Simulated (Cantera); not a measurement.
Source: NASA polynomial tables (part measured, part estimated), evaluated in Cantera. Values are per mole of reaction as written; species without (g) are pure solids or liquids, kept so even where they would boil at 1 bar. ZrN: taken at fixed stoichiometry.

6 ZrN + 4 O₃(g) + 9 H₂(g) → 6 NH₃(g) + 6 ZrO₂

| T (K) | ΔH° (kJ) | ΔS° (J/K) | ΔG° (kJ) | log10 K | condensed phases |
|---|---|---|---|---|---|
| 1325 | [?] | [?] | [?] | [?] | ZrN(s), ZrO₂(monoclinic) |
| 1475 | [?] | [?] | [?] | [?] | ZrN(s), ZrO₂(monoclinic) |
| 1625 | -5246.4 | -968.8 | -3672.1 | 118.03 | ZrN(s), ZrO₂(tetragonal) |
| 1775 | -5252.0 | -972.1 | -3526.5 | 103.78 | ZrN(s), ZrO₂(tetragonal) |
| 1925 | -5259.5 | -976.2 | -3380.4 | 91.72 | ZrN(s), ZrO₂(tetragonal) |
| 2075 | [?] | [?] | [?] | [?] | ZrN(s), ZrO₂(tetragonal) |
| 2225 | [?] | [?] | [?] | [?] | ZrN(s), ZrO₂(tetragonal) |

Q: Some entries are withheld; supply them.

A: 
- 1325, ΔH° (kJ): -5279.6
- 1325, ΔS° (J/K): -991.4
- 1325, ΔG° (kJ): -3965.9
- 1325, log10 K: 156.34
- 1475, ΔH° (kJ): -5278.1
- 1475, ΔS° (J/K): -990.4
- 1475, ΔG° (kJ): -3817.3
- 1475, log10 K: 135.18
- 2075, ΔH° (kJ): -5269.2
- 2075, ΔS° (J/K): -981.0
- 2075, ΔG° (kJ): -3233.6
- 2075, log10 K: 81.40
- 2225, ΔH° (kJ): -5281.5
- 2225, ΔS° (J/K): -986.7
- 2225, ΔG° (kJ): -3086.1
- 2225, log10 K: 72.45
